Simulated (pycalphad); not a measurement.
All values are pycalphad results on the COST 507 light-alloy database (1999) (1 atm), not direct measurements. The database dates from 1999; later assessments differ in places, in temperatures and in the compounds included. Phase fractions are per mole of atoms.

**Question.** Give the equilibrium state of Al-3.91Mg-2.72Si (at.%) at 297 °C.

**Answer.** 
```
T = 570.00 K, P = 101325 Pa, N = 1 mol of atoms
G = -19735 J/mol, H = 5822 J/mol, S = 44.84 J/(mol K)  (SER reference)
chemical potentials (J/mol): Al -18619, Mg -51200, Si -12833
phase             fraction      x(Al)      x(Mg)      x(Si)
FCC_A1              0.9346     0.9991   0.000391   0.000541
MG2SI               0.0581       none     0.6667     0.3333
DIAMOND_A4          0.0073   3.46e-10       none     1.0000
```

**Question.** Give the equilibrium state of Al-3.91Mg-2.72Si (at.%) at 577 °C.

**Answer.** FCC_A1, fraction 0.883, with 1.1 Mg, 0.83 Si at.%; LIQUID, fraction 0.081, with 6.6 Mg, 9.7 Si at.%; MG2SI, fraction 0.036, with 66.7 Mg, 33.3 Si at.%.

Database names, with the compositions (at.%) that they take in these runs: MG2SI: Mg 67 Si 33. FCC_A1 is fcc; DIAMOND_A4 is diamond (Si). An entry "none" or "no" means that the model of the phase leaves that element out.
